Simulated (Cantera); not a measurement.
# Adiabatic ignition

An adiabatic, constant-volume homogeneous reactor starts with CH3OH : O2 : N2 = 1.8 : 2.94 : 11.1 (molar parts), at 1450 K and 1.00 bar.

Computed with Cantera and GRI-Mech 3.0 (53 species, 325 reactions). GRI-Mech 3.0 was tuned for natural gas; its chemistry of methanol as a main component is partial and can be far from experiment.

| t (s) | T (K) | P (bar) | x CH3OH | x O2 | x H2O | x CH2O | x HCN | x N2O | x NO |
|---|---|---|---|---|---|---|---|---|---|
| 2.00e-6 | 1450 | 1.00 | 0.114 | 0.186 | 3.50e-6 | 4.59e-6 | <1e-12 | <1e-12 | <1e-12 |
| 8.73e-6 | 1450 | 1.00 | 0.114 | 0.186 | 1.61e-5 | 2.44e-5 | <1e-12 | 1.53e-11 | <1e-12 |
| 3.81e-5 | 1450 | 1.00 | 0.113 | 0.185 | 8.04e-5 | 0.000142 | <1e-12 | 3.38e-10 | <1e-12 |
| 0.000166 | 1453 | 1.00 | 0.111 | 0.184 | 0.00124 | 0.00195 | <1e-12 | 6.92e-9 | <1e-12 |
| 0.000725 | 2850 | 2.18 | <1e-12 | 0.0322 | 0.171 | 6.38e-10 | 1.17e-9 | 8.55e-7 | 0.00612 |
| 0.00316 | 2840 | 2.17 | <1e-12 | 0.0295 | 0.171 | 6.46e-10 | 2.01e-9 | 9.59e-7 | 0.0130 |
| 0.0138 | 2840 | 2.17 | <1e-12 | 0.0295 | 0.171 | 6.46e-10 | 2.01e-9 | 9.60e-7 | 0.0130 |
| 0.0602 | 2840 | 2.17 | <1e-12 | 0.0295 | 0.171 | 6.46e-10 | 2.01e-9 | 9.60e-7 | 0.0130 |
| 0.263 | 2840 | 2.17 | <1e-12 | 0.0295 | 0.171 | 6.46e-10 | 2.01e-9 | 9.60e-7 | 0.0130 |
| 1.15 | 2840 | 2.17 | <1e-12 | 0.0295 | 0.171 | 6.46e-10 | 2.01e-9 | 9.60e-7 | 0.0130 |
| 5.00 | 2840 | 2.17 | <1e-12 | 0.0295 | 0.171 | 6.46e-10 | 2.01e-9 | 9.60e-7 | 0.0130 |
x: mole fraction; the columns are a selection and need not sum to one.

The time of steepest temperature rise is 0.348 ms and the temperature at 5.00 s is 2840 K. The equilibrium temperature is 2840 K and the x(CH3OH) at 5.00 s is <1e-12 (gas-phase equilibrium <1e-12). The x(O2) at 5.00 s is 0.0295 (gas-phase equilibrium 0.0295) and the x(H2O) at 5.00 s is 0.171 (gas-phase equilibrium 0.171).
